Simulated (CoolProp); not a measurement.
Saturation properties of n-butane.

The numbers come from the reference Helmholtz-energy equation of state, Bücker 2006 in CoolProp.

```
T (K)  p (MPa)  liquid density (kg/m³)  surface tension (mN/m)
-----  -------  ----------------------  ----------------------
279.8   0.1319                   593.5                    14.0
285.5   0.1610                   587.2                    13.4
291.2   0.1949                   580.8                    12.7
296.9   0.2340                   574.3                    12.1
302.6   0.2788                   567.6                    11.4
308.3   0.3298                   560.8                    10.8
314     0.3875                   553.9                    10.1
319.7   0.4526                   546.7                    9.52
```

It boils at 272.7 K under 1 atm.

Surface tension comes from a separate correlation (Mulero 2012).
